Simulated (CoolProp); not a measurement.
Vapour-liquid equilibrium of dimethyl ether (1) + R236EA (2) at 325 kPa; x and y are mole fractions of (1).

Model: multi-fluid Helmholtz-energy mixture model, Wu 2011 and Rui 2013; pair parameters Bell 2016, in CoolProp.

```tsv
x	bubble temperature, mixture model (K)	bubble temperature, Raoult's law (K)	y, mixture model	y, Raoult's law
0.05	311.7	309.4	0.057	0.124
0.2	310.4	302.5	0.248	0.411
0.35	307.5	296.7	0.469	0.609
0.5	302.4	291.6	0.691	0.749
0.65	295.1	287.3	0.862	0.851
0.8	287.2	283.4	…	0.927
0.95	…	280.0	…	0.984
```

**Question.** Complete the blanks.

**Answer.** 
- 0.8, y, mixture model: 0.957
- 0.95, bubble temperature, mixture model (K): 280.6
- 0.95, y, mixture model: 0.995

The largest gap from Raoult's law is +10.8 K in bubble temperature, at x = 0.5. No azeotrope shows between x = 0.05 and 0.95.

Pair parameters are fitted to limited data, so mixtures are less certain than the pure fluids.
